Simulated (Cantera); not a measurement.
Charge: 1 mol n-butane, 0.46 mol H2O, 0.33 mol NH3, held at 100 Torr.

Method: chemical equilibrium by Gibbs-energy minimisation in Cantera with the NASA 1993 tables (ideal gas, pure condensed phases). Candidate condensed phases: C, C6H6, C7H8, C8H18, H2O; 136 gas species. The numbers say what is thermodynamically allowed, not how fast it happens.

Question: At 1325 K, list the 6 most abundant gas species with their mole fractions, and the condensed phases.

Answer: H2 0.904, CO 0.0699, N2 0.0251, CH4 0.000732, H2O 6.06e-5, HCN 3.93e-5. Condensed: C(graphite).
